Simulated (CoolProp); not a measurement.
A closed Brayton cycle with carbon dioxide: compressor inlet 313.15 K and 7.5 MPa, high pressure 23.4 MPa, turbine inlet 755 K, compressor efficiency 0.89, turbine efficiency 0.93, recuperator effectiveness 0.95 (on enthalpy, no pinch check). Each further row changes one setting.

Model: reference Helmholtz-energy equation of state, Span 1996, in CoolProp.

```
case                           thermal efficiency (%)  net work (kJ/kg)  compressor to turbine work  compressor exit (K)  turbine exit (K)
-----------------------------  ----------------------  ----------------  --------------------------  -------------------  ----------------
as stated                                        35.9              85.7                        0.38                402.1             623.3
turbine inlet 705 K                                 ?              74.8                        0.41                402.1                 ?
compressor inlet 323.15 K                           ?              77.3                           ?                    ?             623.3
high pressure 19.9 MPa                           35.6                 ?                           ?                389.1                 ?
recuperator effectiveness 0.5                    24.4              85.7                        0.38                402.1             623.3
```

Question: Some entries are withheld; supply them.

Answer: 
- turbine inlet 705 K, thermal efficiency (%): 33.2
- turbine inlet 705 K, turbine exit (K): 578.3
- compressor inlet 323.15 K, thermal efficiency (%): 34.4
- compressor inlet 323.15 K, compressor to turbine work: 0.44
- compressor inlet 323.15 K, compressor exit (K): 421.0
- high pressure 19.9 MPa, net work (kJ/kg): 76.9
- high pressure 19.9 MPa, compressor to turbine work: 0.36
- high pressure 19.9 MPa, turbine exit (K): 641.5
